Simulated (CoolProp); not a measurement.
Vapour-liquid equilibrium of toluene (1) + o-xylene (2) at 508.9 K; x and y are mole fractions of (1).

Computed with CoolProp (multi-fluid Helmholtz-energy mixture model, Lemmon 2006 and Zhou 2012; pair parameters Bell 2016).

Q: Give the bubble pressure and the first vapour's composition at x = 0.05, 0.5, 0.95. Is there an azeotrope?

A: x = 0.05: 0.7268 MPa, y = 0.080; x = 0.5: 1.011 MPa, y = 0.625; x = 0.95: 1.317 MPa, y = 0.968. No azeotrope shows between x = 0.05 and 0.95.

Pair parameters are fitted to limited data, so mixtures are less certain than the pure fluids.
